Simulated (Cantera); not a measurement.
A perfectly stirred reactor is fed with 14.0 % CH₃OH, 17.5 % O₂, 65.8 % N₂, 2.66 % CO₂, equivalence ratio 1.2, at 5.00 bar; it is adiabatic with a 425 K inlet, and is followed from long to short residence time, starting on the burning branch (τ in s: 0.057, 0.027, 0.013, 0.006, 0.0028, 0.0013, 0.00063, 0.0003, 0.00014, 6.6e-05, 3.1e-05, 1.5e-05).

Computed with Cantera and GRI-Mech 3.0 (53 species, 325 reactions). GRI-Mech 3.0 was tuned for natural gas; its chemistry of methanol as a main component is partial and can be far from experiment.

x: mole fraction; the columns are a selection and need not sum to one.

```csv
τ (s),T (K),x CH₃OH,x O₂,x CO₂,x C₂H,x H₂O₂
0.057,2185,1.05e-6,0.000160,0.106,2.14e-12,…
0.027,2181,1.80e-6,0.000262,0.105,3.20e-12,…
0.013,2176,2.95e-6,0.000432,0.105,4.24e-12,…
0.0060,2166,4.91e-6,0.000733,0.105,5.69e-12,…
0.0028,2153,8.08e-6,0.00122,0.104,8.36e-12,…
0.0013,2134,1.34e-5,0.00198,0.103,1.47e-11,…
0.00063,2109,2.18e-5,0.00303,0.101,3.05e-11,…
0.00030,2077,3.67e-5,0.00453,0.0989,7.72e-11,…
0.00014,2035,6.51e-5,0.00664,0.0959,2.30e-10,…
6.6e-5,1984,0.000123,0.00958,0.0916,7.26e-10,…
3.1e-5,1916,0.000268,0.0146,0.0842,2.26e-9,…
1.5e-5,425,0.140,0.175,0.0266,<1e-12,<1e-12
```

Problem. Some entries are withheld; supply them.

Solution. 
- 0.057, x H₂O₂: 2.98e-8
- 0.027, x H₂O₂: 4.67e-8
- 0.013, x H₂O₂: 7.43e-8
- 0.0060, x H₂O₂: 1.20e-7
- 0.0028, x H₂O₂: 1.85e-7
- 0.0013, x H₂O₂: 2.76e-7
- 0.00063, x H₂O₂: 3.88e-7
- 0.00030, x H₂O₂: 5.34e-7
- 0.00014, x H₂O₂: 7.28e-7
- 6.6e-5, x H₂O₂: 9.85e-7
- 3.1e-5, x H₂O₂: 1.40e-6
